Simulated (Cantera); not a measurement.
A perfectly stirred reactor is fed with 4.26 % H2, 21.3 % O2, 74.5 % N2, equivalence ratio 0.10, at 2670 Pa; it is held at 1075 K, and followed from long to short residence time.

Model: the H2/O2 subset of GRI-Mech 3.0, which has no nitrogen chemistry, integrated in Cantera. Radical loss at walls, strong at low pressure, is not modelled. The temperature is held fixed by assumption; the heat of reaction is taken as removed at once.

x: mole fraction; the columns are a selection and need not sum to one.

```csv
τ (s),x H2,x O2,x H,x OH,x O,x HO2
3.1,0.000143,0.195,5.97e-5,0.000229,0.000354,1.34e-6
0.86,0.000312,0.195,0.000211,0.000359,0.000800,1.90e-6
0.24,0.000664,0.195,0.000720,0.000563,0.00174,2.43e-6
0.067,0.00140,0.194,0.00227,0.000871,0.00351,2.85e-6
0.018,___,0.193,___,___,___,3.09e-6
0.0051,___,0.194,0.0106,___,___,3.13e-6
0.0014,0.0146,0.198,0.0114,0.00194,0.00675,3.03e-6
0.00040,0.0331,0.208,0.00415,0.00103,0.00244,2.67e-6
```

Task: Some entries are withheld; supply them.

Result: 
- 0.018, x H2: 0.00297
- 0.018, x H: 0.00603
- 0.018, x OH: 0.00129
- 0.018, x O: 0.00620
- 0.0051, x H2: 0.00627
- 0.0051, x OH: 0.00172
- 0.0051, x O: 0.00796
